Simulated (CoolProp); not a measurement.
Ammonia along the isobar 338 bar: density (kg/m³) from the reference equation and from simpler models built on Tc = 405.6 K, pc = 113.6 bar, ω = 0.256; each cubic takes its own stable root.

Model: reference Helmholtz-energy equation of state, Gao 2020, in CoolProp.

| T (K) | phase | reference | Redlich-Kwong | Soave-Redlich-Kwong | Peng-Robinson |
|---|---|---|---|---|---|
| 310.4 | liquid | 613.8 | 475.8 | 489.2 | 551.0 |
| 350.4 | liquid | 559.6 | 432.7 | 443.5 | 498.7 |
| 390.3 | liquid | 496.8 | 384.1 | 388.0 | 433.8 |
| 430.2 | supercritical | 419.4 | 329.2 | 321.3 | 354.3 |
| 470.2 | supercritical | 322.3 | 270.5 | 249.4 | 269.6 |
| 510.1 | supercritical | 234.0 | 217.4 | 192.9 | 205.7 |
| 550 | supercritical | 181.6 | 178.4 | 157.5 | 166.7 |
| 590 | supercritical | 150.9 | 151.8 | 135.0 | 142.0 |
| 629.9 | supercritical | 131.1 | 133.2 | 119.4 | 125.0 |
